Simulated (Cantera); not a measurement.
Feed: 1 mol CHF₃, a varied amount of H₂, equilibrated at 1825 K and 8.10 Pa.

Method: chemical equilibrium by Gibbs-energy minimisation in Cantera with the NASA 1993 tables (ideal gas, pure condensed phases). Candidate condensed phases: C, C₆H₆, C₇H₈, C₈H₁₈; 95 gas species. Gases not in the tables: C₂F₆ and larger saturated fluorocarbons. Rates play no part.

log p: log10 of the partial pressure in bar; n: condensed amount in mol.

```json
[
 {"n(H₂) (mol)": "0.26", "log p HF": "-4.25", "log p H₂": "-12.63", "log p F": "-5.01", "log p CF₄": "-5.09", "log p CF₂": "-5.19", "log p H": "-9.67", "n C(graphite)": "0.607"},
 {"n(H₂) (mol)": "1.1", "log p HF": "-4.11", "log p H₂": "-5.64", "log p F": "-8.37", "log p CF₄": "<-16", "log p CF₂": "-11.89", "log p H": "-6.18", "n C(graphite)": "1.000"},
 {"n(H₂) (mol)": "1.9", "log p HF": "-4.21", "log p H₂": "-4.76", "log p F": "-8.91", "log p CF₄": "<-16", "log p CF₂": "-12.99", "log p H": "-5.73", "n C(graphite)": "1.000"},
 {"n(H₂) (mol)": "2.8", "log p HF": "?", "log p H₂": "?", "log p F": "?", "log p CF₄": "<-16", "log p CF₂": "?", "log p H": "-5.63", "n C(graphite)": "0.999"},
 {"n(H₂) (mol)": "3.6", "log p HF": "-4.37", "log p H₂": "-4.45", "log p F": "-9.23", "log p CF₄": "<-16", "log p CF₂": "-13.62", "log p H": "-5.58", "n C(graphite)": "0.999"},
 {"n(H₂) (mol)": "4.4", "log p HF": "-4.43", "log p H₂": "-4.39", "log p F": "-9.31", "log p CF₄": "<-16", "log p CF₂": "-13.79", "log p H": "-5.55", "n C(graphite)": "0.999"},
 {"n(H₂) (mol)": "5.3", "log p HF": "-4.49", "log p H₂": "-4.34", "log p F": "?", "log p CF₄": "<-16", "log p CF₂": "?", "log p H": "-5.53", "n C(graphite)": "0.998"},
 {"n(H₂) (mol)": "6.1", "log p HF": "-4.53", "log p H₂": "-4.31", "log p F": "-9.45", "log p CF₄": "<-16", "log p CF₂": "-14.07", "log p H": "-5.51", "n C(graphite)": "0.998"}
]
```

Q: What belongs in the gaps?

A: 
- 2.8, log p HF: -4.30
- 2.8, log p H₂: -4.54
- 2.8, log p F: -9.11
- 2.8, log p CF₂: -13.39
- 5.3, log p F: -9.39
- 5.3, log p CF₂: -13.95
